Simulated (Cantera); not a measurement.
A Cantera script and its output.

```python
import numpy as np
import cantera as ct

gas = ct.Solution("gri30.yaml")
gas.TPX = 575, 94000, {'CH4': 1, 'H2': 0.52, 'O2': 3.42, 'N2': 12.9, 'CO2': 1.2}
flame = ct.FreeFlame(gas, width=0.042)
flame.set_refine_criteria(ratio=3, slope=0.08, curve=0.16)
flame.transport_model = "mixture-averaged"
flame.solve(loglevel=0, auto=True)
z, T = flame.grid, flame.T
thick = (T[-1] - T[0]) / np.gradient(T, z).max()
show = ['CH4', 'H2', 'O2', 'HCO', 'H2O', 'NO2']
print(f"laminar burning velocity  {flame.velocity[0] * 100:.3f} cm/s")
print(f"burnt temperature         {T[-1]:.1f} K")
print(f"thermal thickness         {thick * 1e3:.4f} mm")
print(f"grid points               {len(z)}")
z0 = z[flame.heat_release_rate.argmax()]
print(f"{'z/mm':>9s}{'T/K':>9s}{'u/(m/s)':>9s}" + "".join(f"{s:>11s}" for s in show))
rows = []
for k in (-3, -2, -1.5, -1, -0.5, -0.25, 0, 0.25, 0.5, 1, 2, 4, 8):
    zz = z0 + k * thick
    rows.append([k * thick, np.interp(zz, z, T), np.interp(zz, z, flame.velocity),
                 *(np.interp(zz, z, flame.X[gas.species_index(s)]) for s in show)])
    print(f"{rows[-1][0] * 1e3:9.3f}{rows[-1][1]:9.1f}{rows[-1][2]:9.3f}" + "".join(f"{x:11.3e}" for x in rows[-1][3:]))
```

It prints:

```
laminar burning velocity  62.572 cm/s
burnt temperature         1874.1 K
thermal thickness         0.5380 mm
grid points               129
     z/mm      T/K  u/(m/s)        CH4         H2         O2        HCO        H2O        NO2
   -1.614    575.4    0.626  5.255e-02  2.629e-02  1.798e-01  4.569e-18  8.464e-05  6.016e-11
   -1.076    578.6    0.628  5.245e-02  2.467e-02  1.799e-01  5.041e-15  7.039e-04  8.050e-10
   -0.807    588.1    0.638  5.198e-02  2.293e-02  1.795e-01  4.255e-13  2.358e-03  3.558e-09
   -0.538    636.4    0.689  4.942e-02  1.987e-02  1.763e-01  1.322e-10  9.695e-03  1.827e-08
   -0.269    889.4    0.966  3.605e-02  1.502e-02  1.554e-01  1.312e-07  4.126e-02  2.657e-08
   -0.135   1172.6    1.278  2.089e-02  1.216e-02  1.287e-01  2.774e-06  7.270e-02  8.763e-09
    0.000   1468.0    1.604  5.395e-03  8.531e-03  9.597e-02  1.467e-05  1.050e-01  2.815e-09
    0.135   1605.5    1.752  4.186e-04  4.710e-03  7.717e-02  4.477e-06  1.197e-01  1.304e-09
    0.269   1661.1    1.807  1.916e-05  3.081e-03  7.097e-02  2.893e-07  1.233e-01  1.429e-09
    0.538   1726.7    1.870  6.018e-08  2.232e-03  6.708e-02  6.516e-09  1.256e-01  1.998e-09
    1.076   1790.8    1.933  3.182e-12  1.409e-03  6.467e-02  1.356e-09  1.283e-01  3.073e-09
    2.152   1836.5    1.977  9.725e-18  6.709e-04  6.334e-02  1.987e-10  1.306e-01  4.865e-09
    4.304   1860.2    1.999  1.705e-20  2.704e-04  6.279e-02  2.136e-11  1.320e-01  6.806e-09
```

Model: GRI-Mech 3.0 (53 species, 325 reactions), integrated in Cantera. Burning velocities carry a grid error of a few per cent, more on coarse grids.
